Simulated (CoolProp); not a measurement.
Model: reference Helmholtz-energy equation of state, Thol 2015, in CoolProp.

**Question.** Give the vapour pressure (kPa), liquid density (kg/m³), enthalpy of vaporisation (kJ/kg) of saturated 1,2-dichloroethane at 181.85, 224.25 °C.

**Answer.** 
```
T (°C)  p (kPa)  liquid density (kg/m³)  enthalpy of vaporisation (kJ/kg)
------  -------  ----------------------  --------------------------------
181.85     1050                     976                               256
224.25     2130                     874                               213
```
